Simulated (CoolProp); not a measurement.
Isobutene along the isotherm 326.1 K: Z from the reference equation and from simpler models built on Tc = 418.1 K, pc = 4.016 MPa, ω = 0.193; each cubic takes its own stable root.

Computed with CoolProp (reference Helmholtz-energy equation of state, Lemmon 2005). It is a short technical equation, of lower accuracy than the large ones.

```json
[
 {"p (MPa)": "0.019", "phase": "gas", "reference": "0.9963", "van der Waals": "0.9975", "Redlich-Kwong": "0.9968", "Soave-Redlich-Kwong": "0.9966", "Peng-Robinson": "0.9963"},
 {"p (MPa)": "0.0287", "phase": "gas", "reference": "0.9943", "van der Waals": "0.9962", "Redlich-Kwong": "0.9951", "Soave-Redlich-Kwong": "0.9948", "Peng-Robinson": "0.9945"},
 {"p (MPa)": "0.0434", "phase": "gas", "reference": "0.9914", "van der Waals": "0.9942", "Redlich-Kwong": "0.9926", "Soave-Redlich-Kwong": "0.9921", "Peng-Robinson": "0.9916"},
 {"p (MPa)": "0.0654", "phase": "gas", "reference": "0.9870", "van der Waals": "0.9912", "Redlich-Kwong": "0.9888", "Soave-Redlich-Kwong": "0.9881", "Peng-Robinson": "0.9873"},
 {"p (MPa)": "0.0987", "phase": "gas", "reference": "0.9803", "van der Waals": "0.9867", "Redlich-Kwong": "0.9829", "Soave-Redlich-Kwong": "0.9819", "Peng-Robinson": "0.9808"},
 {"p (MPa)": "0.149", "phase": "gas", "reference": "0.9700", "van der Waals": "0.9798", "Redlich-Kwong": "0.9741", "Soave-Redlich-Kwong": "0.9725", "Peng-Robinson": "0.9707"},
 {"p (MPa)": "0.225", "phase": "gas", "reference": "0.9540", "van der Waals": "0.9693", "Redlich-Kwong": "0.9604", "Soave-Redlich-Kwong": "0.9580", "Peng-Robinson": "0.9553"},
 {"p (MPa)": "0.339", "phase": "gas", "reference": "0.9289", "van der Waals": "0.9530", "Redlich-Kwong": "0.9393", "Soave-Redlich-Kwong": "0.9354", "Peng-Robinson": "0.9315"},
 {"p (MPa)": "0.511", "phase": "gas", "reference": "0.8884", "van der Waals": "0.9273", "Redlich-Kwong": "0.9058", "Soave-Redlich-Kwong": "0.8995", "Peng-Robinson": "0.8936"},
 {"p (MPa)": "0.771", "phase": "liquid", "reference": "0.02893", "van der Waals": "0.8857", "Redlich-Kwong": "0.8505", "Soave-Redlich-Kwong": "0.03168", "Peng-Robinson": "0.02793"},
 {"p (MPa)": "1.16", "phase": "liquid", "reference": "0.04343", "van der Waals": "0.8143", "Redlich-Kwong": "0.04918", "Soave-Redlich-Kwong": "0.04750", "Peng-Robinson": "0.04189"},
 {"p (MPa)": "1.75", "phase": "liquid", "reference": "0.06534", "van der Waals": "0.1051", "Redlich-Kwong": "0.07371", "Soave-Redlich-Kwong": "0.07130", "Peng-Robinson": "0.06291"},
 {"p (MPa)": "2.65", "phase": "liquid", "reference": "0.09852", "van der Waals": "0.1567", "Redlich-Kwong": "0.1106", "Soave-Redlich-Kwong": "0.1072", "Peng-Robinson": "0.09465"},
 {"p (MPa)": "3.99", "phase": "liquid", "reference": "0.1475", "van der Waals": "0.2313", "Redlich-Kwong": "0.1644", "Soave-Redlich-Kwong": "0.1598", "Peng-Robinson": "0.1412"},
 {"p (MPa)": "6.02", "phase": "liquid", "reference": "0.2206", "van der Waals": "0.3407", "Redlich-Kwong": "0.2440", "Soave-Redlich-Kwong": "0.2378", "Peng-Robinson": "0.2105"}
]
```

At some of these states van der Waals, Redlich-Kwong gives the other phase, because its saturation line lies elsewhere.
